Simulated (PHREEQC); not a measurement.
Consider water at 70 °C with 0.015 mol/kgw CdSO4 and 0.063 mol/kgw MnSO4. Closed to the air; pH follows from the charge balance.

Model: ion-association model, phreeqc.dat, run in PHREEQC.

Problem. The ionic strength comes out as 0.139 mol/kgw. What activity coefficients do SO4-2, Cd(SO4)2-2, MnOH+, Mn+2, CdOH+ get?

Solution. SO4-2 0.30, Cd(SO4)2-2 0.31, MnOH+ 0.74, Mn+2 0.33, CdOH+ 0.74.

Precipitation was switched off in this run. Complexes and solids missing from the database can't appear. Constants without temperature data keep their 25 °C values here.
